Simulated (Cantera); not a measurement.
Input (Python, Cantera):

```python
import numpy as np
import cantera as ct

gas = ct.Solution("gri30.yaml")
gas.TPX = 1875, 2500, {'NO': 1, 'N2': 0.57}
reactor = ct.IdealGasConstPressureReactor(gas, energy="off", clone=False)
net = ct.ReactorNet([reactor])
net.rtol, net.atol = 1e-08, 1e-18
show = ['NO', 'N2', 'O2', 'NO2', 'N2O']
times = np.geomspace(0.0006, 20, 11)

steps = ct.SolutionArray(gas, extra=["t"])
rows = []
print(f"{'t/s':>10s}{'T/K':>9s}{'P/Pa':>11s}" + "".join(f"{s:>11s}" for s in show))
for t in times:
    while net.time < t:
        t_next = net.step()
        steps.append(gas.state, t=t_next)
    rows.append([np.interp(t, steps.t, y) for y in (steps.T, steps.P, *steps(*show).X.T)])
    print(f"{t:10.3e}{rows[-1][0]:9.1f}{rows[-1][1]:11.4g}" + "".join(f"{x:11.3e}" for x in rows[-1][2:]))
rate = np.gradient(steps.T, steps.t)
print("integrator steps:", len(steps.t))
if steps.T.max() > steps.T[0] + 200:
    print(f"time of steepest temperature rise: {steps.t[rate.argmax()]:.4e} s")
gas.TPX = 1875, 2500, {'NO': 1, 'N2': 0.57}
gas.equilibrate("TP")
print(f"equilibrium (TP): T = {gas.T:.1f} K  " + "  ".join(f"{s} {gas[s].X[0]:.3e}" for s in show))
```

Output:

```
       t/s      T/K       P/Pa         NO         N2         O2        NO2        N2O
 6.000e-04   1875.0       2500  6.369e-01  3.631e-01  1.023e-08  3.305e-08  2.664e-06
 1.700e-03   1875.0       2500  6.369e-01  3.631e-01  8.265e-08  2.513e-07  7.443e-06
 4.816e-03   1875.0       2500  6.369e-01  3.631e-01  6.842e-07  1.718e-06  2.026e-05
 1.365e-02   1875.0       2500  6.368e-01  3.631e-01  6.652e-06  8.994e-06  5.127e-05
 3.866e-02   1875.0       2500  6.365e-01  3.632e-01  7.405e-05  2.426e-05  1.059e-04
 1.095e-01   1875.0       2500  6.356e-01  3.636e-01  4.823e-04  3.112e-05  1.458e-04
 3.104e-01   1875.0       2500  6.329e-01  3.649e-01  1.807e-03  3.434e-05  1.482e-04
 8.794e-01   1875.0       2500  6.252e-01  3.687e-01  5.632e-03  4.180e-05  1.422e-04
 2.491e+00   1875.0       2500  6.028e-01  3.799e-01  1.678e-02  5.832e-05  1.272e-04
 7.059e+00   1875.0       2500  5.382e-01  4.122e-01  4.902e-02  8.535e-05  9.403e-05
 2.000e+01   1875.0       2500  3.743e-01  4.941e-01  1.308e-01  9.834e-05  4.062e-05
integrator steps: 585
equilibrium (TP): T = 1875.0 K  NO 6.054e-03  N2 6.782e-01  O2 3.149e-01  NO2 2.526e-06  N2O 5.054e-08
```

Cantera simulation using GRI-Mech 3.0 (53 species, 325 reactions); the numbers are that mechanism's predictions, not measurements. Radical loss at walls, strong at low pressure, is not modelled.
